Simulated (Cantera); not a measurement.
Feed: 1 mol Si3N4, 0.14 mol O2, 12 mol H2, held at 0.00350 bar.

Cantera equilibrium calculation (NASA polynomials, part measured and part estimated; ideal gas, pure solids and liquids). Candidate condensed phases: H2O, Si, SiO2, Si2N2O, Si3N4; 35 gas species. Mutual solubility and eutectic melting of coexisting phases are not modelled. Kinetics and transport are ignored. All values below are at 802 °C.

Base state: H2 0.992, N2 0.00772 (mole fractions); condensed: Si2N2O(s) + Si3N4(s).

Q: What changes in the equilibrium state with this change: 0.25 mol Cl2 added?

A: 
```json
[
 {"species": "H2", "before": "0.992", "after": "0.952"},
 {"species": "HCl", "before": "0", "after": "0.0405"},
 {"species": "N2", "before": "0.00772", "after": "0.00757"},
 {"species": "Si2N2O(s), mol", "before": "0.280", "after": "0.280"},
 {"species": "Si3N4(s), mol", "before": "0.813", "after": "0.813"}
]
```
Further candidate phases: NH4Cl.
